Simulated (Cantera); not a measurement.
Cantera run:

```python
import numpy as np
import cantera as ct

gas_names = """
    CL CL2 H HCL H2 Si SiCL SiCL2 SiCL3 SiCL4 SiH SiHCL3 SiH2 SiH2CL2 SiH3 SiH3CL SiH4 Si2 Si3
""".split()
cond_names = """
    Si(cr) Si(L)
""".split()


# ... load() reads the species with a 1 bar reference pressure and builds the phases ...
atoms = {
    'SiH4': {'Si': 1, 'H': 4},
    'Cl2': {'CL': 2},
    'H2': {'H': 2},
}
top_T = {}  # K; cautious upper limits of use, not melting points


# ... equilibrate(T, P, feed) seeds the gas with the atoms and calls Mixture.equilibrate('TP', solver="vcs", rtol=1e-11, max_steps=5000) ...
results = []
feed = {'SiH4': 1, 'Cl2': 0.011, 'H2': 120}  # mol
T = 1648.15  # K
P = 133.322  # Pa
mix = equilibrate(T, P, feed)
results.append((T, P, feed, dict(zip(mix.species_names, mix.species_moles))))
x = sorted(zip(gas.X, gas.species_names), reverse=True)
print(f"T = {T:g} K  P = {P:g} Pa  gas = {mix.phase_moles(0):.4g} mol")
print("   x: " + "  ".join(f"{s} {v:.3e}" for v, s in x if v > 1e-05))
print("   condensed (mol): " + ("  ".join(f"{mix.phase(i).name} {mix.phase_moles(i):.4g}"
      for i in range(1, mix.n_phases) if mix.phase_moles(i) > 1e-12) or "none"))
```

Output:

```
T = 1648.15 K  P = 133.322 Pa  gas = 122.2 mol
   x: H2 9.972e-01  H 2.439e-03  Si 1.938e-04  HCL 1.792e-04  SiH 1.299e-05
   condensed (mol): Si(cr) 0.9734
```

Method: chemical equilibrium by Gibbs-energy minimisation in Cantera with the NASA 1993 tables (ideal gas, pure condensed phases).
